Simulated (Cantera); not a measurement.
A closed system holds: 1 mol AlCl3, 9.6 mol HCl, a varied amount of H2, at 1673.15 K and 1.00 bar.

Cantera equilibrium calculation (NASA polynomials, part measured and part estimated; ideal gas, pure solids and liquids). Candidate condensed phases: Al, AlCl3; 12 gas species. The tables' values for AlCl2 are old estimates; treat these amounts as uncertain. The numbers say what is thermodynamically allowed, not how fast it happens.

### Question
At 780 mol H2, list the 4 most abundant gas species with their mole fractions, and the condensed phases.

### Answer
H2 0.985, HCl 0.0139, AlCl 0.000781, AlCl3 0.000265. Condensed: gas only.
